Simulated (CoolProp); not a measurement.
Properties of R134a along the isotherm 455 K (Tc = 374.2 K, pc = 4.059 MPa, ω = 0.327).

Values from CoolProp's reference Helmholtz-energy equation of state, Tillner-Roth 1994.

```csv
p (MPa),phase,Z,cp (kJ/(kg K)),expansivity (1/kK),viscosity (µPa s)
0.0642,gas,0.9973,1.092,2.221,17.8
0.132,gas,0.9944,1.095,2.245,17.8
0.271,gas,0.9885,1.099,2.297,17.8
0.556,gas,0.9763,1.109,2.407,17.9
1.14,gas,0.9510,1.130,2.653,18.1
2.34,gas,0.8978,1.182,3.261,18.7
4.81,supercritical,0.7841,1.338,5.108,21.0
9.88,supercritical,0.5986,1.794,9.336,33.7
20.3,supercritical,0.6929,1.600,4.354,67.5
```

Viscosity comes from a separate model (Huber 2003), an estimate that may be off by 10 % or more.
